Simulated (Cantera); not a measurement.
A freely propagating, adiabatic, planar premixed flame of 8.20 % CH₄, 21.9 % O₂, 69.9 % N₂, unburnt at 600 K and 0.300 bar; multicomponent+Soret transport, grid criteria slope 0.08 and curve 0.16, no radiation.

Computed with Cantera and GRI-Mech 3.0 (53 species, 325 reactions). Burning velocities carry a grid error of a few per cent, more on coarse grids.

x: mole fraction of selected species; z is measured from the peak of heat release.

```csv
z (mm),T (K),u (m/s),x CH₄,x O₂,x C₂H₄,x H₂O₂,x CH₃,x C₂H
-2.73,600,1.69,0.0819,0.219,<1e-8,<1e-8,5.19e-8,<1e-8
-1.82,601,1.69,0.0818,0.219,3.40e-8,6.13e-8,6.91e-7,<1e-8
-1.37,604,1.70,0.0813,0.218,2.67e-7,3.31e-7,3.67e-6,<1e-8
-0.911,633,1.79,0.0787,0.216,4.14e-6,1.83e-6,2.80e-5,<1e-8
-0.456,906,2.59,0.0608,0.195,8.43e-5,4.57e-6,0.000434,<1e-8
-0.228,1263,3.65,0.0362,0.159,0.000223,5.07e-6,0.00186,<1e-8
0,1633,4.76,0.0103,0.113,0.000161,1.24e-6,0.00180,4.21e-8
0.228,1793,5.25,0.00113,0.0841,1.32e-5,2.97e-7,0.000279,3.17e-8
0.456,1832,5.36,6.66e-5,0.0729,3.00e-7,2.02e-7,1.71e-5,<1e-8
0.911,1869,5.44,…,0.0665,<1e-8,…,…,<1e-8
1.82,1918,5.55,<1e-8,0.0632,<1e-8,1.52e-7,<1e-8,<1e-8
3.64,1984,5.72,<1e-8,0.0613,<1e-8,…,<1e-8,<1e-8
7.29,2062,5.91,<1e-8,0.0596,<1e-8,8.67e-8,<1e-8,<1e-8
```

Fill in the missing entries.


- 0.911, x CH₄: 2.36e-7
- 0.911, x H₂O₂: 1.82e-7
- 0.911, x CH₃: 6.46e-8
- 3.64, x H₂O₂: 1.17e-7
